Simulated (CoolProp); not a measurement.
Ammonia at 365.83 K and 1.89 MPa flows at 1.2 m/s in a round tube of 25 mm bore and 1.5 µm roughness, fully developed (64/Re and Nu = 3.66 if laminar; Colebrook and Gnielinski if turbulent). Each further row changes one setting.

Values from CoolProp's reference Helmholtz-energy equation of state, Gao 2020.

```tsv
case	Reynolds number	Darcy friction factor	pressure drop (Pa/m)	heat-transfer coefficient (W/(m² K))	mass flow (kg/h)
as stated	28100	0.0240	8.10	113	24.8
velocity 2.4 m/s	56200	0.0206	[?]	[?]	[?]
diameter 50 mm	56200	[?]	3.45	98.2	[?]
```

Question: Some entries are withheld; supply them.

Answer: 
- velocity 2.4 m/s, pressure drop (Pa/m): 27.8
- velocity 2.4 m/s, heat-transfer coefficient (W/(m² K)): 198
- velocity 2.4 m/s, mass flow (kg/h): 49.7
- diameter 50 mm, Darcy friction factor: 0.0205
- diameter 50 mm, mass flow (kg/h): 99.3

Viscosity comes from a separate model (Fenghour 1995). Thermal conductivity comes from a separate model (Tufeu 1984).
